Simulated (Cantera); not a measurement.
Gas mixture: O2 = 0.75 (molar parts), at 0.000247 atm, frozen composition.

Cantera's kinetic-theory transport with the Lennard-Jones parameters of GRI-Mech 3.0, ideal gas; thermal conductivity in the multicomponent form.

D: mixture-averaged diffusion coefficient of that species in the mixture.

| T (K) | ρ (kg/m³) | cp (J/kg/K) | μ (µPa s) | λ (mW/m/K) | Pr | D (cm²/s) H | D (cm²/s) C2H2 | D (cm²/s) NH3 |
|---|---|---|---|---|---|---|---|---|
| 400 | 0.000241 | 941.4 | 25.6 | 33.9 | 0.712 | 8610 | 1140 | 1560 |
| 550 | 0.000175 | 987.2 | 32.1 | 44.6 | 0.711 | 15000 | 1990 | 2810 |
| 700 | 0.000137 | 1031 | 37.8 | 54.9 | 0.710 | 22600 | 3020 | 4340 |
| 850 | 0.000113 | 1065 | ? | ? | 0.709 | ? | ? | ? |
| 1000 | 9.62e-5 | 1090 | ? | ? | 0.709 | ? | ? | ? |
| 1150 | 8.37e-5 | 1109 | 52.5 | 82.1 | 0.709 | 52100 | 6990 | 10300 |
| 1300 | 7.40e-5 | 1125 | 56.9 | 90.3 | 0.708 | 63900 | 8580 | 12700 |
| 1450 | 6.64e-5 | 1139 | 61.0 | 98.2 | 0.708 | 76600 | 10300 | 15300 |

Q: Complete the blanks.

A: 
- 850, μ (µPa s): 43.0
- 850, λ (mW/m/K): 64.6
- 850, D (cm²/s) H: 31400
- 850, D (cm²/s) C2H2: 4200
- 850, D (cm²/s) NH3: 6100
- 1000, μ (µPa s): 47.9
- 1000, λ (mW/m/K): 73.7
- 1000, D (cm²/s) H: 41200
- 1000, D (cm²/s) C2H2: 5530
- 1000, D (cm²/s) NH3: 8090
